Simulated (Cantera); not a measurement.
An isothermal, constant-pressure homogeneous reactor starts with H₂ : O₂ = 0.4 : 1 (molar parts), at 1275 K and 590 Pa. Integrator tolerance rtol = 1e-08.

Model: the H2/O2 subset of GRI-Mech 3.0, which has no nitrogen chemistry, integrated in Cantera. Radical loss at walls, strong at low pressure, is not modelled. The temperature is held fixed by assumption; the heat of reaction is taken as removed at once.

Problem. What does this change do: pressure from 590 Pa to 100 Pa?

Solution. 
| quantity | before | after |
|---|---|---|
| x(H₂) at 4.00 s | 5.47e-6 (gas-phase equilibrium 2.95e-7) | 0.00375 (gas-phase equilibrium 7.17e-7) |
| x(O₂) at 4.00 s | 0.667 (gas-phase equilibrium 0.667) | 0.649 (gas-phase equilibrium 0.667) |
| x(HO₂) at 4.00 s | 5.18e-8 (gas-phase equilibrium 3.54e-8) | 6.80e-7 (gas-phase equilibrium 2.27e-8) |
| x(H₂O) at 4.00 s | 0.333 (gas-phase equilibrium 0.333) | 0.316 (gas-phase equilibrium 0.333) |
| x(H₂O₂) at 4.00 s | 8.27e-9 (gas-phase equilibrium 9.43e-10) | 3.97e-8 (gas-phase equilibrium 3.88e-10) |
| x(OH) at 4.00 s | 0.000296 (gas-phase equilibrium 6.89e-5) | 0.00766 (gas-phase equilibrium 0.000107) |
